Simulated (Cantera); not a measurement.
A closed system holds: 1 mol Al, 0.9 mol CO2, 39 mol N2, held at 675 K and 0.000130 bar.

These are equilibrium values from Cantera (NASA tables, ideal gas, pure condensed phases), not measurements of a reactor. Candidate condensed phases: Al, AlN, Al2O3, C; 32 gas species. Equilibrium is a limit: real reactors are often held back by kinetics, nucleation or transport.

Base state: N2 0.992, CO 0.00746, CO2 8.77e-5 (mole fractions); condensed: Al2O3(s) + C(graphite).

Problem. What changes in the equilibrium state with this change: temperature from 675 K to 1750 K?

Solution. 
```csv
species,before,after
N2,0.992,0.968
CO,0.00746,0.0223
Al,<1e-9,0.00787
Al2O,<1e-9,0.00155
CO2,8.77e-5,8.62e-8
"Al2O3(s), mol",0.500,0.279
"C(graphite), mol",0.603,0
```
